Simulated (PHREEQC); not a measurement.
A solution holds 0.067 mol/kgw KHCO3, 0.79 mol/kgw Na2CO3 and 0.00039 mol/kgw KCl, at 25 °C. Closed to the air; pH follows from the charge balance.

The numbers come from PHREEQC with the ion-association model, wateq4f.dat.

Problem. The ionic strength comes out as 1.20 mol/kgw. What activity coefficients do K+, OH-, Na+, HCO3-, CO3-2 get?

Solution. K+ 0.59, OH- 0.57, Na+ 0.73, HCO3- 0.65, CO3-2 0.17.

This is a speciation only: nothing precipitates in the calculation. Caution: at this ionic strength the ion-association model is outside its range; a Pitzer model would be the better tool where its parameters exist.
